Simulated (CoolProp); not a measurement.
R365MFC along the isobar 126 bar: Z from the reference equation and from simpler models built on Tc = 460.0 K, pc = 32.66 bar, ω = 0.377; each cubic takes its own stable root.

Computed with CoolProp (reference Helmholtz-energy equation of state, Lemmon 2016).

| T (K) | phase | reference | van der Waals | Redlich-Kwong | Soave-Redlich-Kwong |
|---|---|---|---|---|---|
| 406.3 | liquid | 0.5199 | 0.7650 | 0.5739 | 0.5577 |
| 413.5 | liquid | 0.5192 | 0.7587 | 0.5726 | 0.5578 |
| 420.7 | liquid | 0.5189 | 0.7528 | 0.5717 | 0.5586 |
| 427.9 | liquid | 0.5191 | 0.7473 | 0.5713 | 0.5599 |
| 435.1 | liquid | 0.5199 | 0.7423 | 0.5713 | 0.5620 |
| 442.3 | liquid | 0.5212 | 0.7376 | 0.5718 | 0.5648 |
| 449.6 | liquid | 0.5232 | 0.7332 | 0.5727 | 0.5684 |
| 456.8 | liquid | 0.5258 | 0.7293 | 0.5741 | 0.5727 |
| 464 | supercritical | 0.5290 | 0.7258 | 0.5759 | 0.5778 |
| 471.2 | supercritical | 0.5330 | 0.7226 | 0.5782 | 0.5838 |
| 478.4 | supercritical | 0.5378 | 0.7198 | 0.5810 | 0.5906 |
| 485.6 | supercritical | 0.5435 | 0.7173 | 0.5842 | 0.5983 |
| 492.8 | supercritical | 0.5501 | 0.7152 | 0.5879 | 0.6069 |
| 500 | supercritical | 0.5577 | 0.7134 | 0.5921 | 0.6164 |
